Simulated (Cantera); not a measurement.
What does this Cantera script print?

```python
import numpy as np
import cantera as ct

gas = ct.Solution("gri30.yaml")
gas.TPX = 1725, 140000, {'CH4': 1, 'N2': 34}
inlet = ct.Reservoir(gas, clone=True)

reactor = ct.IdealGasConstPressureReactor(gas, energy="off", clone=False)
exhaust = ct.Reservoir(gas, clone=True)
tau = [0.78, 0.46, 0.27, 0.16, 0.09, 0.053, 0.031, 0.018, 0.01, 0.0061, 0.0036][0]
for a, b in ((inlet, reactor), (reactor, exhaust)):
    ct.MassFlowController(a, b, mdot=lambda t: reactor.mass / tau)
net = ct.ReactorNet([reactor])
show = ['CH4', 'C2H', 'C2H2', 'H', 'H2', 'CH3']

rows = []
print(f"{'tau/s':>10s}{'T/K':>9s}" + "".join(f"{s:>11s}" for s in show))
for tau in [0.78, 0.46, 0.27, 0.16, 0.09, 0.053, 0.031, 0.018, 0.01, 0.0061, 0.0036]:
    net.initial_time = 0.0
    net.advance(30 * tau)
    before = gas.X
    net.advance(40 * tau)
    drift = np.max(np.abs(gas.X - before) / (gas.X + 1e-9))
    rows.append([gas.T, *gas[show].X, drift])
    print(f"{tau:10.3e}{gas.T:9.1f}" + "".join(f"{x:11.3e}" for x in gas[show].X))
```

Result:

```
     tau/s      T/K        CH4        C2H       C2H2          H         H2        CH3
 7.800e-01   1725.0  2.699e-03  6.066e-08  1.252e-02  2.907e-05  3.763e-02  4.191e-05
 4.600e-01   1725.0  3.476e-03  5.879e-08  1.213e-02  2.818e-05  3.649e-02  5.385e-05
 2.700e-01   1725.0  4.468e-03  5.645e-08  1.163e-02  2.708e-05  3.502e-02  6.908e-05
 1.600e-01   1725.0  5.681e-03  5.363e-08  1.101e-02  2.577e-05  3.321e-02  8.774e-05
 9.000e-02   1725.0  7.327e-03  4.989e-08  1.017e-02  2.404e-05  3.075e-02  1.132e-04
 5.300e-02   1725.0  9.147e-03  4.581e-08  9.228e-03  2.217e-05  2.803e-02  1.418e-04
 3.100e-02   1725.0  1.127e-02  4.105e-08  8.106e-03  2.003e-05  2.482e-02  1.759e-04
 1.800e-02   1725.0  1.366e-02  3.562e-08  6.819e-03  1.764e-05  2.119e-02  2.156e-04
 1.000e-02   1725.0  1.638e-02  2.915e-08  5.308e-03  1.488e-05  1.700e-02  2.630e-04
 6.100e-03   1725.0  1.868e-02  2.333e-08  4.006e-03  1.247e-05  1.343e-02  3.044e-04
 3.600e-03   1725.0  2.103e-02  1.693e-08  2.675e-03  9.872e-06  9.783e-03  3.461e-04
```

Computed with Cantera and GRI-Mech 3.0 (53 species, 325 reactions). GRI-Mech 3.0 stops at C3 and has no aromatics, soot or wall deposition, so with more carbon than oxygen in the feed, carbon stays in small species such as C2H2 where larger ones or solid carbon would form.
